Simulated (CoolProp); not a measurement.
A single-stage vapour-compression cycle with the fluid: evaporating at 308.15 K (dew point), condensing at 366.15 K (bubble point), superheat 5 K, subcooling 2 K, compressor efficiency 0.9, no pressure losses. The same conditions are run with several fluids, on thermodynamics alone (safety and materials aside).

The numbers come from the reference Helmholtz-energy equation of state of each fluid (R245ca: Zhou 2016; R236FA: Pan 2012; R245fa: Akasaka 2015; isobutane: Bücker 2006; 1,2-dichloroethane: Thol 2015; n-perfluorobutane: Gao 2022) in CoolProp.

| fluid | cooling COP | pressure ratio | discharge temperature (K) | refrigerating effect (kJ/kg) | volumetric capacity (kJ/m³) |
|---|---|---|---|---|---|
| R245ca | [?] | 5.43 | 366.2 | 122 | 958 |
| R236FA | 2.85 | 4.45 | 366.2 | [?] | [?] |
| R245fa | [?] | 5.09 | 366.2 | 110 | [?] |
| isobutane | 3.08 | 3.74 | 366.2 | 173 | 2030 |
| 1,2-dichloroethane | 4.16 | [?] | [?] | 279 | 178 |
| n-perfluorobutane | 1.50 | 4.21 | 366.2 | 19.0 | 715 |

Q: Complete the blanks.

A: 
- R245ca, cooling COP: 3.49
- R236FA, refrigerating effect (kJ/kg): 68.0
- R236FA, volumetric capacity (kJ/m³): 1670
- R245fa, cooling COP: 3.38
- R245fa, volumetric capacity (kJ/m³): 1290
- 1,2-dichloroethane, pressure ratio: 8.13
- 1,2-dichloroethane, discharge temperature (K): 392.2

The compression ends wet for: R245ca; R236FA; R245fa; isobutane; n-perfluorobutane.
